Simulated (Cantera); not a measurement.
A diamond (100) surface in a fixed gas of H2 with x(CH4) = 0.025, x(H) = 0.00057, x(CH3) = 2.5e-05, 14000 Pa; coverages are run to steady state.

Cantera simulation using the Harris–Goodwin 1993 mechanism for the reconstructed diamond (100) surface; the numbers are that mechanism's predictions, not measurements.

θ: site fractions in the mechanism's names (c6HH fully hydrogenated, c6H* and c6*H radical sites, c6** diradical, c6HM methylated).

```csv
T (K),growth (µm/h),θ c6HH,θ c6H*,θ c6*H,θ c6**,θ c6HM
950,1.31,0.624,0.0135,0.321,0.00589,0.0268
1025,[?],[?],[?],[?],[?],[?]
1100,1.17,0.525,0.0268,0.424,0.0137,0.00658
1175,0.586,0.490,0.0339,0.456,0.0176,0.00165
1250,[?],0.466,[?],0.472,0.0205,[?]
1325,0.265,0.455,0.0464,0.476,0.0221,7.44e-5
1400,0.174,0.456,0.0514,0.470,0.0226,1.66e-5
```

### Question
Fill in the missing entries.

### Answer

- 1025, growth (µm/h): 1.56
- 1025, θ c6HH: 0.570
- 1025, θ c6H*: 0.0198
- 1025, θ c6*H: 0.378
- 1025, θ c6**: 0.00955
- 1025, θ c6HM: 0.0162
- 1250, growth (µm/h): 0.341
- 1250, θ c6H*: 0.0405
- 1250, θ c6HM: 0.000349
